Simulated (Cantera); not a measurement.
A closed system holds: 1 mol Al, 1 mol Cl2, 0.24 mol H2, at 773.15 K and 0.0100 bar.

Equilibrium computed with Cantera from the NASA thermochemical tables; the gas is ideal and each condensed phase is pure. Candidate condensed phases: Al, AlCl3; 12 gas species. The tables' values for AlCl2 are old estimates; treat these amounts as uncertain. Kinetics and transport are ignored.

Base state: AlCl3 0.696, H2 0.272, Al2Cl6 0.0301, AlCl 0.000825, AlCl2 0.000564 (mole fractions); condensed: Al(s).

**Question.** What changes in the equilibrium state with this change: temperature from 773.15 K to 423.15 K?

**Answer.** 
```csv
species,before,after
Al2Cl6,0.0301,0.580
H2,0.272,0.418
AlCl3,0.696,0.00117
AlCl,0.000825,<1e-9
AlCl2,0.000564,<1e-9
"Al(s), mol",0.333,0.333
```
